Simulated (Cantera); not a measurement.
A freely propagating, adiabatic, planar premixed flame of H2 : O2 : N2 = 1 : 0.806 : 3.03 (molar parts), unburnt at 473 K and 1000000 Pa; mixture-averaged transport, grid criteria slope 0.08 and curve 0.16, no radiation.

Detailed kinetics in Cantera: the H2/O2 subset of GRI-Mech 3.0, which has no nitrogen chemistry. The hydrogen kinetics of GRI-Mech 3.0 are dated; newer H2 mechanisms differ, most at raised pressure. Burning velocities carry a grid error of a few per cent, more on coarse grids. Lean hydrogen flames are cellular in practice and burn faster than this planar one.

### Question
What does this change do: inlet temperature 473 to 573 K?

### Answer
```csv
quantity,before,after
laminar burning velocity,76.8 cm/s,139 cm/s
thermal thickness,0.0421 mm,0.0352 mm
peak x(OH),0.00492,0.00642
peak x(H2O2),0.000349,0.000298
peak x(O),0.00166,0.00247
```

### Question
What does this change do: O2 0.806 to 0.62 parts?

### Answer
```
quantity                     before      after
------------------------  ---------  ---------
laminar burning velocity  76.8 cm/s  92.8 cm/s
thermal thickness         0.0421 mm  0.0403 mm
peak x(OH)                  0.00492    0.00525
peak x(H2O2)               0.000349   0.000291
peak x(O)                   0.00166    0.00166
```
